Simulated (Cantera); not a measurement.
## Pyrogenic steam for wet oxidation

An isothermal, constant-pressure homogeneous reactor starts with 25.4 % H2, 15.9 % O2, 58.7 % N2, equivalence ratio 0.80, at 975 K and 100.0 Torr.

Model: the H2/O2 subset of GRI-Mech 3.0, which has no nitrogen chemistry, integrated in Cantera. Radical loss at walls, strong at low pressure, is not modelled. The temperature is held fixed by assumption; the heat of reaction is taken as removed at once.

```tsv
t (s)	x H2	x O2	x H	x H2O2	x H2O
0.000300	0.254	0.159	8.27e-9	3.13e-12	9.93e-9
0.000949	0.254	0.159	0.000103	2.64e-8	0.000138
0.00300	0.00788	0.0404	0.00320	1.79e-6	0.279
0.00949	0.00113	0.0369	4.35e-5	1.17e-6	0.290
0.0300	0.000263	0.0365	2.97e-6	6.85e-7	0.291
0.0949	5.08e-5	0.0364	2.18e-7	2.06e-7	0.291
0.300	5.54e-6	0.0364	1.14e-8	4.19e-8	0.291
0.949	2.25e-7	0.0364	3.29e-10	1.17e-8	0.291
3.00	1.21e-8	0.0364	2.33e-11	3.49e-9	0.291
```
x: mole fraction; the columns are a selection and need not sum to one.

Equilibrium at this temperature and pressure: H2 1.71e-10, O2 0.0364, H <1e-12, H2O2 4.11e-11, H2O 0.291 (gas phase only).
